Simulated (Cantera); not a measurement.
**Pyrogenic steam for wet oxidation**

An isothermal, constant-pressure homogeneous reactor starts with H2 : O2 : N2 = 1 : 1 : 13 (molar parts), equivalence ratio 0.50, at 900 K and 1.00 bar.

Detailed kinetics in Cantera: the H2/O2 subset of GRI-Mech 3.0, which has no nitrogen chemistry. Below about 950 K walls govern HO2 and H2O2 in real vessels. The temperature is held fixed by assumption; the heat of reaction is taken as removed at once.

```
t (s)        x H2    x O2     x HO2       x H    x H2O2
--------  -------  ------  --------  --------  --------
1.00e-6    0.0667  0.0667    <1e-12    <1e-12    <1e-12
6.76e-6    0.0667  0.0667  1.25e-12    <1e-12    <1e-12
4.57e-5    0.0667  0.0667  1.30e-11  3.12e-12    <1e-12
0.000309   0.0667  0.0667  1.34e-10  4.81e-12    <1e-12
0.00209    0.0667  0.0667   1.00e-9  5.18e-12  1.36e-11
0.0141     0.0667  0.0667   7.64e-9  8.30e-12  6.60e-10
0.0956     0.0667  0.0667   1.71e-7  1.10e-10   5.97e-8
0.647      0.0640  0.0652   1.90e-5   1.73e-7  0.000245
4.37       0.0161  0.0422   1.28e-5   7.33e-8  0.000137
29.6      5.66e-5  0.0345   3.49e-7  5.63e-11   1.18e-7
200       2.25e-6  0.0345   2.31e-8    <1e-12  5.94e-10
```
x: mole fraction; the columns are a selection and need not sum to one.

Equilibrium at this temperature and pressure: H2 1.20e-12, O2 0.0345, HO2 3.37e-11, H <1e-12, H2O2 8.72e-12 (gas phase only).
